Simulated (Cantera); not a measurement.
Equilibrium for fluorocarbon and chlorocarbon gases: CCl4 + HCl

A closed system holds: 1 mol CCl4, 0.15 mol HCl, equilibrated at 43.0 mbar.

Method: chemical equilibrium by Gibbs-energy minimisation in Cantera with the NASA 1993 tables (ideal gas, pure condensed phases). Candidate condensed phases: C, C6H6, C7H8, C8H18; 91 gas species. The tables' values for CCl are old estimates; treat these amounts as uncertain. Equilibrium is a limit: real reactors are often held back by kinetics, nucleation or transport.

```tsv
T (K)	x Cl	x C3	x HCl	x H	n C(graphite)
2873	0.961	0.00176	0.0301	0.00552	0.974
2898	0.961	0.00235	0.0292	0.00631	0.965
2923	0.960	0.00312	0.0282	0.00718	0.954
2948	0.959	0.00413	0.0271	0.00810	0.939
2973	0.957	0.00543	0.0260	0.00909	0.919
2998	0.955	0.00710	0.0248	0.0101	0.894
3023	0.953	0.00925	0.0235	0.0112	0.861
3048	0.949	0.0120	0.0222	0.0123	0.819
3073	0.945	0.0155	0.0208	0.0134	0.765
3098	0.940	0.0199	0.0194	0.0145	0.696
3123	0.933	0.0255	0.0180	0.0156	0.607
3148	0.924	0.0325	0.0165	0.0167	0.493
```
x: gas mole fraction; n: condensed amount in mol.

From 2873 K to 3148 K the condensed part is C(graphite). The main C-bearing gas is C3 throughout. The share of C in condensed phases is highest at 2873 K (97.4 %) and lowest at 3148 K (49.3 %).
